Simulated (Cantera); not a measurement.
Input: 1 mol FeS, 0.67 mol SO3, 1.2 mol O2, at 1625 K and 1.90 bar.

Method: chemical equilibrium by Gibbs-energy minimisation in Cantera with the NASA 1993 tables (ideal gas, pure condensed phases). Candidate condensed phases: Fe, FeO, FeS, FeSO4, FeS2, Fe2O3, Fe2(SO4)3, Fe3O4, S; 12 gas species. Mutual solubility and eutectic melting of coexisting phases are not modelled. The tables' stoichiometric FeO is somewhat more stable than real wüstite, so its field is too wide. FeO: taken at fixed stoichiometry. The numbers say what is thermodynamically allowed, not how fast it happens.

**Question.** What is the equilibrium state?

**Answer.** 
```json
{
 "x(SO2)": "0.991",
 "x(S2)": "0.00439",
 "x(SO)": "0.00396",
 "x(S2O)": "0.000971",
 "x(SO3)": "1.16e-5",
 "x(S)": "7.46e-6",
 "n(FeO(s))": "0.668 mol",
 "n(Fe3O4(s))": "0.111 mol",
 "gas_amount": "1.661 mol",
 "log10 activity of Fe(γ) (absent)": "-2.14",
 "log10 activity of S(l) (absent)": "-2.37"
}
```
